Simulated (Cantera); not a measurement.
Equilibrium for carbothermic reduction: PbO + C + H2

Feed: 1 mol PbO, 2.5 mol C, 0.42 mol H2, equilibrated at 1280 Torr.

Equilibrium computed with Cantera from the NASA thermochemical tables; the gas is ideal and each condensed phase is pure. Candidate condensed phases: C, C6H6, C7H8, C8H18, H2O, Pb, PbO, PbO2, Pb3O4; 113 gas species. Equilibrium is a limit: real reactors are often held back by kinetics, nucleation or transport.

```csv
T (°C),x CO,x Pb,x H2,x H,x C2H2 (acetylene),x Pb2,x CH4,x C4H2,n C(graphite)
1800,0.414,0.411,0.173,0.000839,0.000212,0.00122,1.79e-5,1.05e-7,1.50
1875,0.413,0.411,0.173,0.00133,0.000331,0.00107,1.49e-5,2.57e-7,1.50
1950,0.413,0.411,0.172,0.00204,0.000499,0.000942,1.26e-5,5.91e-7,1.50
2025,0.413,0.411,0.171,0.00304,0.000732,0.000836,1.07e-5,1.28e-6,1.50
2100,0.413,0.411,0.170,0.00442,0.00105,0.000746,9.17e-6,2.64e-6,1.49
2175,0.412,0.411,0.169,0.00627,0.00146,0.000668,7.89e-6,5.19e-6,1.49
2250,0.412,0.410,0.167,0.00870,0.00198,0.000602,6.82e-6,9.76e-6,1.49
2325,0.411,0.410,0.164,0.0118,0.00264,0.000543,5.90e-6,1.76e-5,1.49
```
x: gas mole fraction; n: condensed amount in mol.

From 1800 °C to 2325 °C the condensed part is C(graphite). The main Pb-bearing gas is Pb throughout.
